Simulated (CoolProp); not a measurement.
Vapour-liquid equilibrium of n-heptane (1) + o-xylene (2) at 174.55 °C; x and y are mole fractions of (1).

Model: multi-fluid Helmholtz-energy mixture model, Span 2003 and Zhou 2012; pair parameters Bell 2016, in CoolProp.

| x | bubble pressure, mixture model (MPa) | bubble pressure, Raoult's law (MPa) | y, mixture model | y, Raoult's law |
|---|---|---|---|---|
| 0.05 | 0.2387 | 0.2319 | 0.148 | 0.133 |
| 0.15 | 0.2884 | 0.2725 | 0.353 | 0.340 |
| 0.25 | 0.3335 | 0.3131 | 0.491 | 0.493 |
| 0.35 | 0.3751 | 0.3536 | 0.595 | 0.611 |
| 0.45 | 0.4142 | 0.3942 | 0.678 | 0.705 |
| 0.55 | 0.4518 | 0.4347 | 0.748 | 0.781 |
| 0.65 | 0.4885 | 0.4753 | 0.810 | 0.844 |
| 0.75 | 0.5249 | 0.5159 | 0.867 | 0.897 |
| 0.85 | 0.5614 | 0.5564 | 0.921 | 0.943 |
| 0.95 | 0.5985 | 0.5970 | 0.974 | 0.982 |

The largest gap from Raoult's law is +6.5 % in bubble pressure, at x = 0.25. No azeotrope shows between x = 0.05 and 0.95.

Pair parameters are fitted to limited data, so mixtures are less certain than the pure fluids.
